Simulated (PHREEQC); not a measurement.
A solution holds 0.023 mol H3PO4, 4.3e-05 mol Na2SO4 and 4.3e-05 mol NaCl per kg of water, at 25 °C. Closed to the air; pH follows from the charge balance.

Computed with PHREEQC (ion-association model, phreeqc.dat).

No solid was allowed to form.

Q: What pH, specific conductance does the model give?

A: pH 2.03; specific conductance 3650 µS/cm.

Q: In which forms is P present?

A: H3PO4 55 %, H2PO4- 45 % of the P.

Species that the database lacks are ignored.
